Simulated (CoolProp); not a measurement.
Saturation properties of ethylene (Tc = 9.2 °C, pc = 5.042 MPa, ω = 0.087).

Values from CoolProp's reference Helmholtz-energy equation of state, Smukala 2000.

```
T (°C)   p (MPa)  liquid density (kg/m³)  enthalpy of vaporisation (kJ/kg)  liquid cp (kJ/(kg K))  vapour Z  surface tension (mN/m)
-------  -------  ----------------------  --------------------------------  ---------------------  --------  ----------------------
-131.85  0.01331                   606.3                             520.5                  2.407    0.9924                    21.2
-118.65  0.03835                   588.5                             503.1                  2.404    0.9835                    18.9
-105.45  0.09168                   570.0                             484.8                  2.415    0.9691                    16.6
-92.25    0.1904                   550.9                             465.0                  2.444    0.9481                    14.4
-79.05    0.3548                   530.7                             443.1                  2.496    0.9199                    12.2
-65.85    0.6076                   509.1                             418.4                  2.579    0.8837                    10.1
-52.55    0.9761                   485.6                             389.6                  2.707    0.8384                    8.06
-39.35     1.481                   459.6                             356.0                  2.908    0.7836                    6.08
-26.15     2.151                   429.6                             315.0                  3.249    0.7165                    4.19
-12.95     3.018                   392.8                             262.1                  3.962    0.6319                    2.43
```

It boils at -103.8 °C under 1 atm.

Surface tension comes from a separate correlation (Mulero 2012).
